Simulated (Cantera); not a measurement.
## Titanium nitride, carbide and oxide coatings: Ti(OiPr)₄ + CH₄

Input: 1 mol Ti(OiPr)₄, 4.5 mol CH₄, equilibrated at 1348 K and 10000 Pa.

Equilibrium computed with Cantera from the NASA thermochemical tables; the gas is ideal and each condensed phase is pure. Candidate condensed phases: C, C₆H₆, C₇H₈, C₈H₁₈, H₂O, Ti, TiC, TiO, TiO₂, Ti₂O₃, Ti₃O₅, Ti₄O₇; 113 gas species. The feed counts by its element totals alone. TiC: taken at fixed stoichiometry. Rates play no part.

- x(H₂): 0.851
- x(CO): 0.148
- x(CH₄): 0.000423
- x(H₂O): 7.36e-5
- x(H): 6.75e-6
- x(CO₂): 6.54e-6
- x(C₂H₂ (acetylene)): 1.02e-6
- n(C(graphite)): 11.5 mol
- n(TiC(s)): 1.00 mol
- gas amount: 26.99 mol
- log10 activity of Ti₂O₃(s) (absent): -0.71
- log10 activity of Ti₃O₅(s) (absent): -1.12
- log10 activity of Ti₄O₇(s) (absent): -1.85
